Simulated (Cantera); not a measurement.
## Silicon carbide growth: SiCl4 + CH4 + H2 + C3H8

Charge: 1 mol SiCl4, 0.11 mol CH4, 91 mol H2, 0.026 mol C3H8, equilibrated at 0.100 bar.

Method: chemical equilibrium by Gibbs-energy minimisation in Cantera with the NASA 1993 tables (ideal gas, pure condensed phases). Candidate condensed phases: C, C6H6, C7H8, C8H18, Si, SiC; 109 gas species. Mutual solubility and eutectic melting of coexisting phases are not modelled. The tables' values for SiCl, SiCl3 are old estimates; treat these amounts as uncertain. Gases not in the tables: Si2H6 and higher silanes. Equilibrium is a limit: real reactors are often held back by kinetics, nucleation or transport.

From 827 °C to 1327 °C the condensed part is Si(s) + SiC(s). From 1427 °C to 1927 °C the condensed part is Si(l) + SiC(s). At 2027 °C the condensed part is SiC(s). The main Si-bearing gas is SiCl4 at 827 °C and Si at 2027 °C. The share of Si in condensed phases is highest at 1627 °C (63.8 %) and lowest at 2027 °C (9.1 %).

```tsv
T (°C)	x H2	x HCl	x H	x Si	x SiCl2	x SiCl4	n Si(s)	n SiC(s)	n Si(l)
827	0.973	0.0195	8.07e-8	<1e-12	0.000794	0.00327	0.151	0.188	0
927	0.966	0.0288	6.13e-7	1.39e-11	0.00202	0.00123	0.342	0.188	0
1027	0.962	0.0334	3.43e-6	4.33e-10	0.00309	0.000262	0.427	0.188	0
1127	0.962	0.0345	1.51e-5	8.23e-9	0.00364	4.72e-5	0.437	0.188	0
1227	0.961	0.0345	5.46e-5	1.05e-7	0.00397	9.65e-6	0.427	0.188	0
1327	0.961	0.0342	0.000169	9.75e-7	0.00420	2.35e-6	0.412	0.188	0
1427	0.961	0.0340	0.000457	6.79e-6	0.00432	6.65e-7	0	0.188	0.401
1527	0.960	0.0349	0.00111	3.18e-5	0.00392	2.04e-7	0	0.188	0.434
1627	0.958	0.0355	0.00246	0.000126	0.00356	7.01e-8	0	0.188	0.451
1727	0.955	0.0359	0.00503	0.000435	0.00324	2.66e-8	0	0.186	0.433
1827	0.949	0.0361	0.00960	0.00133	0.00294	1.09e-8	0	0.181	0.337
1927	0.938	0.0359	0.0173	0.00369	0.00266	4.71e-9	0	0.161	0.0582
2027	0.923	0.0374	0.0294	0.00547	0.00156	1.55e-9	0	0.0906	0
```
x: gas mole fraction; n: condensed amount in mol.
